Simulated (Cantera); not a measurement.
Cantera run, input and output.

```python
import numpy as np
import cantera as ct

gas = ct.Solution("gri30.yaml")
gas.TPX = 1775, 2600000, {'CO': 1, 'H2': 0.83, 'O2': 1.79, 'N2': 6.75}
reactor = ct.IdealGasReactor(gas, energy="on", clone=False)
net = ct.ReactorNet([reactor])
net.rtol, net.atol = 1e-08, 1e-16
show = ['CO', 'H2', 'O2', 'H', 'HO2', 'NO']
times = np.geomspace(9e-06, 0.5, 10)

steps = ct.SolutionArray(gas, extra=["t"])
rows = []
print(f"{'t/s':>10s}{'T/K':>9s}{'P/Pa':>11s}" + "".join(f"{s:>11s}" for s in show))
for t in times:
    while net.time < t:
        t_next = net.step()
        steps.append(gas.state, t=t_next)
    rows.append([np.interp(t, steps.t, y) for y in (steps.T, steps.P, *steps(*show).X.T)])
    print(f"{t:10.3e}{rows[-1][0]:9.1f}{rows[-1][1]:11.4g}" + "".join(f"{x:11.3e}" for x in rows[-1][2:]))
rate = np.gradient(steps.T, steps.t)
print("integrator steps:", len(steps.t))
if steps.T.max() > steps.T[0] + 200:
    print(f"time of steepest temperature rise: {steps.t[rate.argmax()]:.4e} s")
gas.TPX = 1775, 2600000, {'CO': 1, 'H2': 0.83, 'O2': 1.79, 'N2': 6.75}
gas.equilibrate("UV")
print(f"equilibrium (UV): T = {gas.T:.1f} K  " + "  ".join(f"{s} {gas[s].X[0]:.3e}" for s in show))
```

Result:

```
       t/s      T/K       P/Pa         CO         H2         O2          H        HO2         NO
 9.000e-06   3022.6  4.106e+06  1.643e-02  1.913e-03  9.122e-02  1.165e-03  5.205e-05  4.731e-03
 3.030e-05   3007.7  4.083e+06  1.605e-02  1.879e-03  8.692e-02  1.105e-03  4.893e-05  1.369e-02
 1.020e-04   2989.0  4.055e+06  1.560e-02  1.838e-03  8.164e-02  1.035e-03  4.520e-05  2.465e-02
 3.434e-04   2984.6  4.048e+06  1.550e-02  1.828e-03  8.042e-02  1.020e-03  4.435e-05  2.720e-02
 1.156e-03   2984.6  4.048e+06  1.550e-02  1.828e-03  8.041e-02  1.019e-03  4.434e-05  2.721e-02
 3.892e-03   2984.6  4.048e+06  1.550e-02  1.828e-03  8.041e-02  1.019e-03  4.434e-05  2.721e-02
 1.310e-02   2984.6  4.048e+06  1.550e-02  1.828e-03  8.041e-02  1.019e-03  4.434e-05  2.721e-02
 4.411e-02   2984.6  4.048e+06  1.550e-02  1.828e-03  8.041e-02  1.019e-03  4.434e-05  2.721e-02
 1.485e-01   2984.6  4.048e+06  1.550e-02  1.828e-03  8.041e-02  1.019e-03  4.434e-05  2.721e-02
 5.000e-01   2984.6  4.048e+06  1.550e-02  1.828e-03  8.041e-02  1.019e-03  4.434e-05  2.721e-02
integrator steps: 1346
time of steepest temperature rise: 3.9349e-07 s
equilibrium (UV): T = 2984.6 K  CO 1.550e-02  H2 1.828e-03  O2 8.041e-02  H 1.019e-03  HO2 4.434e-05  NO 2.721e-02
```

Computed with Cantera and GRI-Mech 3.0 (53 species, 325 reactions). The hydrogen kinetics of GRI-Mech 3.0 are dated; newer H2 mechanisms differ, most at raised pressure. The pressure lies above the range GRI-Mech 3.0 was tuned for (to about 10 atm). Above 3000 K some thermodynamic fits are extrapolated.
